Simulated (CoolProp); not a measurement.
Model: reference Helmholtz-energy equation of state, Penoncello 2003, in CoolProp.

For CHF3 (R23), give the phase and the density (kg/m³), speed of sound (m/s), Joule-Thomson coefficient (K/MPa), expansivity (1/kK) at 164.7 K and 18 bar; 220 K and 18 bar; 275.4 K and 18 bar.


- 164.7 K and 18 bar: liquid; density 1550, speed of sound 975, Joule-Thomson coefficient -0.336, expansivity 2.28
- 220 K and 18 bar: liquid; density 1330, speed of sound 677, Joule-Thomson coefficient -0.168, expansivity 3.22
- 275.4 K and 18 bar: gas; density 70.0, speed of sound 170, Joule-Thomson coefficient 17.1, expansivity 8.26
